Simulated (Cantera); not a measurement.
Input: 1 mol Al2O3, 8.4 mol N2, 0.024 mol C, held at 58.0 Pa.

Cantera equilibrium calculation (NASA polynomials, part measured and part estimated; ideal gas, pure solids and liquids). Candidate condensed phases: Al, AlN, Al2O3, C; 32 gas species. Mutual solubility and eutectic melting of coexisting phases are not modelled. Condensed phases not in the tables: aluminium oxynitride. Equilibrium is a limit: real reactors are often held back by kinetics, nucleation or transport.

log p: log10 of the partial pressure in bar; n: condensed amount in mol.

| T (°C) | log p N2 | log p CO | log p Al | log p Al2O | log p AlO | n AlN(s) | n Al2O3(s) |
|---|---|---|---|---|---|---|---|
| 1275 | -3.24 | -5.78 | -7.90 | ___ | -12.74 | 0.0158 | 0.992 |
| 1325 | -3.24 | -5.78 | -7.23 | ___ | -11.99 | 0.0150 | 0.992 |
| 1375 | -3.24 | -5.78 | -6.60 | ___ | -11.28 | 0.0117 | 0.992 |
| 1425 | -3.24 | -5.78 | -6.06 | -6.76 | -10.63 | 0 | 0.991 |
| 1475 | -3.24 | -5.78 | -6.06 | -6.78 | -10.19 | 0 | 0.991 |
| 1525 | -3.24 | -5.78 | -6.05 | -6.81 | -9.77 | 0 | 0.991 |
| 1575 | -3.24 | -5.78 | -6.04 | -6.83 | -9.37 | 0 | 0.991 |
| 1625 | -3.24 | -5.78 | -6.04 | -6.85 | -9.00 | 0 | 0.991 |
| 1675 | -3.24 | -5.78 | -6.04 | -6.88 | -8.64 | 0 | 0.991 |
| 1725 | -3.24 | -5.78 | -6.03 | -6.90 | -8.31 | 0 | 0.991 |
| 1775 | -3.24 | -5.78 | -6.03 | -6.92 | -7.99 | 0 | 0.991 |
| 1825 | -3.24 | -5.78 | -6.02 | -6.94 | -7.68 | 0 | 0.991 |
| 1875 | -3.24 | -5.78 | -6.02 | -6.96 | -7.39 | 0 | 0.991 |
| 1925 | -3.24 | -5.78 | -6.01 | -6.97 | -7.11 | 0 | 0.991 |

**Question.** Complete the blanks.

**Answer.** 
- 1275, log p Al2O: -9.10
- 1325, log p Al2O: -8.24
- 1375, log p Al2O: -7.44
